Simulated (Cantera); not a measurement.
Feed: 1 mol Fe2O3, 0.082 mol SO3, 5.6 mol N2, at 1600 K and 7.50 Torr.

These are equilibrium values from Cantera (NASA tables, ideal gas, pure condensed phases), not measurements of a reactor. Candidate condensed phases: Fe, FeO, FeS, FeSO4, FeS2, Fe2O3, Fe2(SO4)3, Fe3O4, S; 19 gas species. Rates play no part.

Base state: N2 0.950, O2 0.0348, SO2 0.0139, NO 0.000865, O 2.71e-5 (mole fractions); condensed: Fe3O4(s).

Task: What changes in the equilibrium state with this change: 0.012 mol H2 added?

Result: 
| species | before | after |
|---|---|---|
| N2 | 0.950 | 0.949 |
| O2 | 0.0348 | 0.0338 |
| SO2 | 0.0139 | 0.0139 |
| H2O | 0 | 0.00201 |
| OH | 0 | 5.02e-5 |
| NO | 0.000865 | 0.000852 |
| O | 2.71e-5 | 2.66e-5 |
| Fe3O4(s), mol | 0.667 | 0.667 |
Further candidate phases: Fe(OH)2, Fe(OH)3, H2O, H2SO4.
